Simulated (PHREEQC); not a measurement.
Solution (25 °C): 0.21 mol NaHCO3 per kg of water. Closed to the air; pH follows from the charge balance.

All values are PHREEQC results (ion-association model, wateq4f.dat), not measurements.

### Question
The ionic strength comes out as 0.199 mol/kgw. What activity coefficients do HCO3-, CO3-2, Na+, NaCO3-, OH- get?

### Answer
HCO3- 0.75, CO3-2 0.31, Na+ 0.74, NaCO3- 0.75, OH- 0.71.

Precipitation was switched off in this run.
